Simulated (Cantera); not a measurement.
# Diamond growth

A diamond (100) surface in a fixed gas of H2 with x(CH4) = 0.024, x(H) = 0.00036, x(CH3) = 0.00064, 0.178 atm; coverages are run to steady state.

Cantera simulation using the Harris–Goodwin 1993 mechanism for the reconstructed diamond (100) surface; the numbers are that mechanism's predictions, not measurements.

```tsv
T (K)	growth (µm/h)	θ c6HH	θ c6H*	θ c6*H	θ c6**	θ c6HM
950	17.2	0.288	0.00596	0.142	0.00180	0.432
1000	22.5	0.314	0.00893	0.183	0.00289	0.359
1050	25.4	0.357	0.0134	0.240	0.00457	0.267
1100	22.6	0.415	0.0199	0.315	0.00697	0.159
1150	15.8	0.460	0.0270	0.383	0.00955	0.0722
1200	10.2	0.480	0.0330	0.422	0.0115	0.0274
1250	7.25	0.486	0.0376	0.438	0.0128	0.00975
1300	5.88	0.490	0.0413	0.441	0.0136	0.00347
1350	4.75	0.497	0.0442	0.436	0.0141	0.00126
1400	3.26	0.508	0.0466	0.426	0.0143	0.000469
```
θ: site fractions in the mechanism's names (c6HH fully hydrogenated, c6H* and c6*H radical sites, c6** diradical, c6HM methylated).
